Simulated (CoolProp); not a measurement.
Sulfur hexafluoride at 449.37 K and 0.892 MPa flows at 0.52 m/s in a round tube of 10 mm bore and 1.5 µm roughness, fully developed (64/Re and Nu = 3.66 if laminar; Colebrook and Gnielinski if turbulent). Each further row changes one setting.

Computed with CoolProp (reference Helmholtz-energy equation of state, Guder 2009).

```
case               Reynolds number  Darcy friction factor  pressure drop (Pa/m)  heat-transfer coefficient (W/(m² K))  mass flow (kg/h)
-----------------  ---------------  ---------------------  --------------------  ------------------------------------  ----------------
as stated                     8410                 0.0326            (withheld)                                  66.0              5.25
velocity 1.04 m/s            16800                 0.0273            (withheld)                            (withheld)              10.5
diameter 20 mm               16800                 0.0272                  6.55                                  58.0              21.0
```

Question: What belongs in the gaps?

Answer: 
- as stated, pressure drop (Pa/m): 15.7
- velocity 1.04 m/s, pressure drop (Pa/m): 52.7
- velocity 1.04 m/s, heat-transfer coefficient (W/(m² K)): 117

Viscosity comes from a separate model (Quiñones-Cisneros 2012). Thermal conductivity comes from a separate model (Assael 2012).
